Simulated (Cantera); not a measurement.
C2H2 + O2 + H2 + NH3 (carbon deposition, reforming and gasification)

Charge: 1 mol C2H2, 0.19 mol O2, 7.8 mol H2, 0.00048 mol NH3, at 100000 Pa.

Cantera equilibrium calculation (NASA polynomials, part measured and part estimated; ideal gas, pure solids and liquids). Candidate condensed phases: C, C6H6, C7H8, C8H18, H2O; 136 gas species. The numbers say what is thermodynamically allowed, not how fast it happens.

```csv
T (°C),x H2,x CH4,x H2O,x CO,x H,x CO2,x C2H2 (acetylene),n C(graphite)
452,0.650,0.294,0.0557,6.04e-5,<1e-12,3.90e-5,<1e-12,0
552,0.660,0.286,0.0488,0.00424,6.45e-12,0.00112,1.25e-12,0
652,0.805,0.147,0.0250,0.0209,2.34e-10,0.00131,1.02e-10,0.674
752,0.897,0.0591,0.00833,0.0350,4.13e-9,0.000422,1.98e-9,1.19
852,0.932,0.0251,0.00240,0.0399,4.29e-8,9.33e-5,2.14e-8,1.42
952,0.946,0.0118,0.000765,0.0411,3.03e-7,2.26e-5,1.54e-7,1.52
1052,0.952,0.00609,0.000283,0.0414,1.60e-6,6.60e-6,8.10e-7,1.57
1152,0.955,0.00344,0.000120,0.0414,6.67e-6,2.29e-6,3.37e-6,1.59
1252,0.956,0.00209,5.70e-5,0.0414,2.31e-5,9.17e-7,1.16e-5,1.60
1352,0.957,0.00135,2.97e-5,0.0414,6.90e-5,4.13e-7,3.40e-5,1.61
1452,0.957,0.000915,1.67e-5,0.0414,0.000182,2.05e-7,8.82e-5,1.61
1552,0.957,0.000650,1.00e-5,0.0414,0.000431,1.10e-7,0.000206,1.61
1652,0.957,0.000478,6.33e-6,0.0414,0.000935,6.36e-8,0.000438,1.61
1752,0.955,0.000363,4.20e-6,0.0414,0.00188,3.89e-8,0.000865,1.60
```
x: gas mole fraction; n: condensed amount in mol.

From 452 °C to 552 °C nothing is condensed. From 652 °C to 1752 °C the condensed part is C(graphite). The main C-bearing gas is CH4 at 452 °C and CO at 1752 °C.
